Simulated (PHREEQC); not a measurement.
Dissolve 0.035 mol/kgw HF, 0.00035 mol/kgw (CH3)4NF and 0.00078 mol/kgw H2SO4 at 25 °C. Closed to the air; pH follows from the charge balance.

Equilibrium calculation in PHREEQC: ion-association model, phreeqc.dat.

Precipitation was switched off in this run.

Problem. Order these F species by the share of F that they hold, largest first: HF2-, F-, HF.

Solution. HF (85 %), F- (12 %), HF2- (2.7 %)

The pH is 2.28 and the ionic strength 0.00657 mol/kgw. Species that the database lacks are ignored. (CH3)4N+ isn't in the database: it is added as a free cation with an ion size of 4 Å.
